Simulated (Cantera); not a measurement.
**Ignition delay**

Mixture: 4.32 % CH4, 0.164 % H2, 21.2 % O2, 74.3 % N2, equivalence ratio 0.41, at 0.370 bar, adiabatic and at constant pressure. Ignition delay is the time to a rise of 400 K.

Model: GRI-Mech 3.0 (53 species, 325 reactions), integrated in Cantera. Below about 1000 K GRI-Mech 3.0 lacks low-temperature oxidation paths. Below about 950 K walls govern HO2 and H2O2 in real vessels.

```json
[
 {"T0 (K)": "850", "delay (ms)": "9580"},
 {"T0 (K)": "925", "delay (ms)": "2290"},
 {"T0 (K)": "1000", "delay (ms)": "752"},
 {"T0 (K)": "1075", "delay (ms)": "240"},
 {"T0 (K)": "1150", "delay (ms)": "78.9"},
 {"T0 (K)": "1225", "delay (ms)": "27.9"},
 {"T0 (K)": "1300", "delay (ms)": "11.0"},
 {"T0 (K)": "1375", "delay (ms)": "4.90"}
]
```

- apparent activation energy between 1225 and 1375 K: 160 kJ/mol
